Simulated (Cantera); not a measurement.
A perfectly stirred reactor is fed with 23.1 % CH4, 73.9 % CO2, 3.00 % H2, at 5.00 bar; it is held at 1975 K, and followed from long to short residence time.

Model: GRI-Mech 3.0 (53 species, 325 reactions), integrated in Cantera.

x: mole fraction; the columns are a selection and need not sum to one.

```csv
τ (s),x CH4,x CO2,x H2,x CH2,x C2H6,x O,x OH
0.32,0.00121,0.156,0.141,6.80e-8,9.71e-8,3.31e-8,2.90e-5
0.22,(withheld),0.157,0.140,(withheld),(withheld),3.30e-8,2.91e-5
0.16,0.00214,0.159,0.139,1.26e-7,3.07e-7,3.28e-8,2.93e-5
0.11,0.00285,0.161,0.137,1.73e-7,5.47e-7,3.25e-8,2.95e-5
0.077,0.00367,0.164,0.135,2.31e-7,9.22e-7,3.19e-8,2.99e-5
0.054,0.00465,0.168,0.133,3.07e-7,1.51e-6,3.11e-8,3.03e-5
0.038,(withheld),0.173,0.129,(withheld),(withheld),2.99e-8,3.09e-5
0.027,0.00706,0.179,0.125,5.18e-7,3.66e-6,2.84e-8,3.17e-5
0.019,0.00855,0.188,0.120,6.65e-7,5.55e-6,2.67e-8,3.26e-5
0.013,0.0104,0.200,0.114,8.61e-7,8.53e-6,2.47e-8,3.38e-5
0.0093,0.0122,0.213,0.109,1.07e-6,1.23e-5,2.30e-8,3.50e-5
```

What belongs in the gaps?


- 0.22, x CH4: 0.00166
- 0.22, x CH2: 9.52e-8
- 0.22, x C2H6: 1.83e-7
- 0.038, x CH4: 0.00579
- 0.038, x CH2: 4.02e-7
- 0.038, x C2H6: 2.39e-6
